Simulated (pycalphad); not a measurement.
**Phase fractions of Al-14.21Mg-11.37Si (wt.%)**

Computed with pycalphad from the COST 507 light-alloy database (1999), at 1 atm. The database dates from 1999; later assessments differ in places, in temperatures and in the compounds included. Phase fractions are per mole of atoms. Diffusion is slow at the low end, where real alloys seldom reach equilibrium.

```tsv
T (°C)	LIQUID	MG2SI	FCC_A1	DIAMOND_A4
702	1.000	-	-	-
652	0.951	0.049	-	-
602	0.883	0.117	-	-
552	-	0.226	0.750	0.023
502	-	0.229	0.745	0.026
452	-	0.231	0.742	0.028
402	-	0.232	0.739	0.029
352	-	0.233	0.738	0.029
302	-	0.234	0.737	0.030
252	-	0.234	0.736	0.030
202	-	0.234	0.736	0.030
152	-	0.234	0.736	0.030
102	-	0.234	0.736	0.030
```

Database names, with the compositions (at.%) that they take in these runs: MG2SI: Mg 67 Si 33. FCC_A1 is fcc; DIAMOND_A4 is diamond (Si).
